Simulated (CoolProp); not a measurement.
Properties of propylene along the isotherm 393.9 K (Tc = 364.2 K, pc = 45.55 bar, ω = 0.146).

Values from CoolProp's reference Helmholtz-energy equation of state, Lemmon 2013.

```
p (bar)  phase  density (kg/m³)  cp (kJ/(kg K))  speed of sound (m/s)  expansivity (1/kK)  viscosity (µPa s)
-------  -----  ---------------  --------------  --------------------  ------------------  -----------------
0.072      gas          0.09255           1.889                 294.7               2.542               11.3
0.148      gas           0.1903           1.890                 294.6               2.546               11.3
0.304      gas           0.3913           1.891                 294.4               2.553               11.3
0.624      gas           0.8047           1.893                 294.0               2.569               11.3
1.28       gas            1.657           1.898                 293.1               2.601               11.3
2.63       gas            3.433           1.908                 291.2               2.668               11.3
5.4        gas            7.170           1.930                 287.4               2.817               11.4
11.1       gas            15.30           1.982                 279.2               3.170               11.6
22.8       gas            34.30           2.131                 261.4               4.176               12.3
```

Viscosity comes from a separate model (Huber 2003), an estimate that may be off by 10 % or more.
